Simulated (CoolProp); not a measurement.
Model: reference Helmholtz-energy equation of state, Wu 2012, in CoolProp.

Task: Give the vapour pressure (kPa), liquid density (kg/m³), vapour density (kg/m³), enthalpy of vaporisation (kJ/kg) of saturated fluoroethane (R161) at 315.5 K.

Result: 
```json
[
 {"T (K)": "315.5", "p (kPa)": "1440", "liquid density (kg/m³)": "671", "vapour density (kg/m³)": "34.2", "enthalpy of vaporisation (kJ/kg)": "307"}
]
```
